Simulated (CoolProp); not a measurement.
A Linde-Hampson liquefier for normal hydrogen: isothermal reversible compression at 280 K from 1 atm to 5 MPa, throttling to 1 atm, return gas leaving the recuperator 0 K below the feed. Each further row changes one setting.

Computed with CoolProp (reference Helmholtz-energy equation of state, Leachman 2009).

```tsv
case	compression work (kJ/kg of gas)
as stated	4540
high pressure 10 MPa	5370
warm-end temperature 310 K	5020
warm-end gap 5 K	4540
```
